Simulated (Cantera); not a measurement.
Cantera run:

```python
import numpy as np
import cantera as ct

gas_names = """
    H HNO HNO2 HNO3 HO2 H2 H2O H2O2 N NH NH2 NH3 NH2OH NO NO2 NO3 N2 N2H2 N2H4 N2O O OH O2 O3 Si SiH
    SiH2 SiH3 SiH4 SiN SiO SiO2 Si2 Si2N Si3
""".split()
cond_names = """
    H2O(s) H2O(L) Si(cr) Si(L) SiO2(Lqz) SiO2(hqz) SiO2(L) Si2N2O(s) Si3N4(a)
""".split()


def load(file, names, dense=False):
    # The tables refer to 1 bar. Condensed volumes are neglected.
    table = {s.name: s for s in ct.Species.list_from_file(file)}
    out = []
    for n in names:
        d = dict(table[n].input_data)
        d["thermo"] = dict(d["thermo"], **{"reference-pressure": 1e5})
        if dense:
            d["equation-of-state"] = {"model": "constant-volume", "density": "1e6 g/cm^3"}
        out.append(ct.Species.from_dict(d))
    return out


gas = ct.Solution(thermo="ideal-gas", species=load("nasa_gas.yaml", gas_names))
cond = {s.name: ct.Solution(thermo="fixed-stoichiometry", species=[s], name=s.name)
        for s in load("nasa_condensed.yaml", cond_names, dense=True)}
atoms = {
    'Si2H6': {'Si': 2, 'H': 6},
    'NO': {'N': 1, 'O': 1},
}
top_T = {'Si2N2O(s)': 2100, 'Si3N4(a)': 2400}  # K; cautious upper limits of use, not melting points


def equilibrate(T, P, feed):
    n = {}
    for name, mol in feed.items():
        for a, k in atoms[name].items():
            n[a] = n.get(a, 0.0) + k * mol
    gas.TPX = T, P, n
    mass = sum(n.values()) * gas.mean_molecular_weight
    gas.equilibrate("TP")
    valid = [c for c in cond.values() if c.min_temp <= T <= top_T.get(c.name, c.max_temp)]
    mix = ct.Mixture([(gas, mass / gas.mean_molecular_weight)] + [(c, 0.0) for c in valid])
    mix.T, mix.P = T, P
    mix.equilibrate("TP", solver="vcs", rtol=1e-11, max_steps=5000)
    return mix


results = []
T = 623.15  # K
P = 3200  # Pa
for m in [0.37, 0.52, 0.71, 0.98, 1.4, 1.9, 2.6, 3.5, 4.9, 6.7, 9.3, 13, 18]:
    feed = {'Si2H6': 1, 'NO': m}  # mol
    mix = equilibrate(T, P, feed)
    results.append((T, P, feed, dict(zip(mix.species_names, mix.species_moles))))

top = {s: max(r[3][s] / sum(r[3][g] for g in gas_names) for r in results) for s in gas_names}
cols = sorted((s for s in top if top[s] > 0.001), key=lambda s: -top[s])[:8]
seen = [c for c in cond_names if any(r[3].get(c, 0) > 1e-12 for r in results)]
print("log10 of partial pressures in bar; condensed amounts in mol")
print(f"{'n(NO)':>10s}" + "".join(f"{s[:9]:>10s}" for s in cols + seen))
for T, P, feed, n in results:
    ng = sum(n[g] for g in gas_names)
    print(f"{feed['NO']:10.4g}" + "".join(f"{np.log10(max(n[s] / ng * P / 1e5, 1e-99)):10.3f}" for s in cols)
          + "".join(f"{n.get(c, 0):10.4g}" for c in seen))
```

Output:

```
log10 of partial pressures in bar; condensed amounts in mol
     n(NO)        H2        N2       H2O        O2    Si(cr) SiO2(Lqz) Si2N2O(s)
      0.37    -1.495   -31.044   -17.067   -66.820     1.537    0.0925     0.185
      0.52    -1.495   -31.044   -17.067   -66.820      1.35      0.13      0.26
      0.71    -1.495   -31.044   -17.067   -66.820     1.112    0.1775     0.355
      0.98    -1.495   -31.044   -17.067   -66.820     0.775     0.245      0.49
       1.4    -1.495   -31.044   -17.067   -66.820      0.25      0.35       0.7
       1.9    -1.530    -2.609    -7.624   -47.864         0       0.6       0.7
       2.6    -1.601    -2.158    -7.545   -47.563         0     1.067    0.4667
       3.5    -1.679    -1.957    -7.556   -47.428         0     1.667    0.1667
       4.9    -1.909    -1.842    -2.277   -36.411         0         2         0
       6.7    -2.821    -1.773    -1.866   -33.767         0         2         0
       9.3   -18.610    -1.772    -1.962    -2.379         0         2         0
        13   -18.895    -1.779    -2.115    -2.115         0         2         0
        18   -19.100    -1.784    -2.261    -1.998         0         2         0
```

These are equilibrium values from Cantera (NASA tables, ideal gas, pure condensed phases), not measurements of a reactor. The feed counts by its element totals alone.
